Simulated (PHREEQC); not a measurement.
## Brine (model solution)

A solution holds 0.48 mol KCl, 0.03 mol NaHCO3 and 4.8e-05 mol H4SiO4 per kg of water, at 30 °C. Closed to the air; pH follows from the charge balance.

Computed with PHREEQC (Pitzer model, pitzer.dat).

This is a speciation only: nothing precipitates in the calculation.

**Question.** Predict the pH, specific conductance.

**Answer.** pH 7.91; specific conductance 59000 µS/cm.

**Question.** In which forms is Si present?

**Answer.** H4SiO4 97 %, H3SiO4- 2.5 % of the Si.

Complexes and solids missing from the database can't appear.
